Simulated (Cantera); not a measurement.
Input: 1 mol Zr, 0.51 mol N₂, 4.4 mol H₂, at 7.80e-5 bar.

Equilibrium computed with Cantera from the NASA thermochemical tables; the gas is ideal and each condensed phase is pure. Candidate condensed phases: Zr, ZrN; 11 gas species. ZrN: taken at fixed stoichiometry. Equilibrium is a limit: real reactors are often held back by kinetics, nucleation or transport.

x: gas mole fraction; n: condensed amount in mol.

```json
[
 {"T (°C)": "1477", "x H₂": "0.972", "x H": "0.0260", "x Zr": "3.46e-10", "x N₂": "0.00224", "x N": "…", "x NH": "1.14e-11", "n ZrN(s)": "1.00"},
 {"T (°C)": "1527", "x H₂": "0.958", "x H": "0.0397", "x Zr": "2.18e-9", "x N₂": "0.00222", "x N": "…", "x NH": "2.22e-11", "n ZrN(s)": "1.00"},
 {"T (°C)": "1577", "x H₂": "0.939", "x H": "0.0591", "x Zr": "1.24e-8", "x N₂": "0.00220", "x N": "…", "x NH": "4.17e-11", "n ZrN(s)": "1.00"},
 {"T (°C)": "1627", "x H₂": "0.912", "x H": "0.0858", "x Zr": "6.46e-8", "x N₂": "0.00217", "x N": "…", "x NH": "7.53e-11", "n ZrN(s)": "1.00"},
 {"T (°C)": "1677", "x H₂": "0.876", "x H": "0.122", "x Zr": "3.10e-7", "x N₂": "0.00213", "x N": "…", "x NH": "1.30e-10", "n ZrN(s)": "1.000"},
 {"T (°C)": "1727", "x H₂": "0.830", "x H": "0.168", "x Zr": "1.38e-6", "x N₂": "0.00208", "x N": "…", "x NH": "2.18e-10", "n ZrN(s)": "1.000"},
 {"T (°C)": "1777", "x H₂": "0.772", "x H": "0.226", "x Zr": "5.70e-6", "x N₂": "0.00201", "x N": "…", "x NH": "3.49e-10", "n ZrN(s)": "1.000"},
 {"T (°C)": "1827", "x H₂": "0.702", "x H": "0.296", "x Zr": "2.21e-5", "x N₂": "0.00194", "x N": "…", "x NH": "5.38e-10", "n ZrN(s)": "1.000"},
 {"T (°C)": "1877", "x H₂": "0.622", "x H": "0.376", "x Zr": "8.04e-5", "x N₂": "0.00188", "x N": "…", "x NH": "8.01e-10", "n ZrN(s)": "1.000"},
 {"T (°C)": "1927", "x H₂": "0.533", "x H": "0.465", "x Zr": "0.000272", "x N₂": "0.00187", "x N": "…", "x NH": "1.17e-9", "n ZrN(s)": "0.998"},
 {"T (°C)": "1977", "x H₂": "0.440", "x H": "0.558", "x Zr": "0.000830", "x N₂": "0.00205", "x N": "…", "x NH": "1.71e-9", "n ZrN(s)": "0.995"},
 {"T (°C)": "2027", "x H₂": "0.348", "x H": "0.647", "x Zr": "0.00222", "x N₂": "0.00264", "x N": "…", "x NH": "2.61e-9", "n ZrN(s)": "0.985"},
 {"T (°C)": "2077", "x H₂": "0.265", "x H": "0.726", "x Zr": "0.00520", "x N₂": "0.00402", "x N": "…", "x NH": "4.19e-9", "n ZrN(s)": "0.964"},
 {"T (°C)": "2127", "x H₂": "0.192", "x H": "0.790", "x Zr": "0.0110", "x N₂": "0.00684", "x N": "…", "x NH": "6.82e-9", "n ZrN(s)": "0.917"}
]
```

### Question
Complete the blanks.

### Answer

- 1477, x N: 7.85e-11
- 1527, x N: 1.95e-10
- 1577, x N: 4.62e-10
- 1627, x N: 1.04e-9
- 1677, x N: 2.25e-9
- 1727, x N: 4.66e-9
- 1777, x N: 9.27e-9
- 1827, x N: 1.78e-8
- 1877, x N: 3.32e-8
- 1927, x N: 6.11e-8
- 1977, x N: 1.14e-7
- 2027, x N: 2.27e-7
- 2077, x N: 4.79e-7
- 2127, x N: 1.04e-6
